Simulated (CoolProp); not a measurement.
Vapour-liquid equilibrium of m-xylene (1) + n-nonane (2) at 191 kPa; x and y are mole fractions of (1).

Values from CoolProp's multi-fluid Helmholtz-energy mixture model, Zhou 2012 and Lemmon 2006; pair parameters Bell 2016.

Problem. Give the bubble temperature and the first vapour's composition at x = 0.45, 0.55, 0.75. Is there an azeotrope?

Solution. x = 0.45: 440.7 K, y = 0.523; x = 0.55: 439.6 K, y = 0.609; x = 0.75: 438.1 K, y = 0.774. No azeotrope shows between x = 0.05 and 0.95.

The pair parameters rest on a limited set of measurements; away from them the model extrapolates.
